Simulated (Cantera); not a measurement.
Input: 1 mol CH3OH, 0.025 mol H2O, 0.23 mol N2, 0.086 mol O2, equilibrated at 35.0 Pa.

Equilibrium computed with Cantera from the NASA thermochemical tables; the gas is ideal and each condensed phase is pure. Candidate condensed phases: C, C6H6, C7H8, C8H18, H2O; 136 gas species. Rates play no part.

x: gas mole fraction; n: condensed amount in mol.

| T (°C) | x H2 | x CO | x CO2 | x H2O | x N2 | x CH4 | n C(graphite) |
|---|---|---|---|---|---|---|---|
| 350 | 0.628 | 0.0512 | 0.147 | 0.0847 | 0.0825 | ? | 0.429 |
| 425 | 0.618 | 0.215 | 0.0713 | 0.0213 | 0.0729 | ? | 0.0915 |
| 500 | 0.603 | 0.265 | 0.0419 | 0.0186 | 0.0707 | ? | 0 |
| 575 | 0.597 | 0.272 | 0.0354 | 0.0251 | 0.0707 | ? | 0 |
| 650 | 0.591 | 0.278 | 0.0296 | 0.0309 | 0.0707 | ? | 0 |
| 725 | 0.586 | 0.282 | 0.0249 | 0.0357 | 0.0707 | ? | 0 |
| 800 | 0.583 | 0.286 | 0.0210 | 0.0395 | 0.0707 | ? | 0 |
| 875 | 0.580 | 0.289 | 0.0180 | 0.0425 | 0.0707 | ? | 0 |
| 950 | 0.577 | 0.292 | 0.0156 | 0.0450 | 0.0707 | ? | 0 |
| 1025 | 0.575 | 0.294 | 0.0136 | 0.0469 | 0.0707 | ? | 0 |
| 1100 | 0.574 | 0.295 | 0.0121 | 0.0484 | 0.0707 | ? | 0 |
| 1175 | 0.572 | 0.296 | 0.0109 | 0.0497 | 0.0706 | ? | 0 |
| 1250 | 0.571 | 0.297 | 0.00983 | 0.0507 | 0.0706 | <1e-12 | 0 |

**Question.** What belongs in the gaps?

**Answer.** 
- 350, x CH4: 0.00703
- 425, x CH4: 0.00119
- 500, x CH4: 3.87e-5
- 575, x CH4: 1.33e-6
- 650, x CH4: 8.17e-8
- 725, x CH4: 7.79e-9
- 800, x CH4: 1.05e-9
- 875, x CH4: 1.85e-10
- 950, x CH4: 4.09e-11
- 1025, x CH4: 1.08e-11
- 1100, x CH4: 3.32e-12
- 1175, x CH4: 1.16e-12
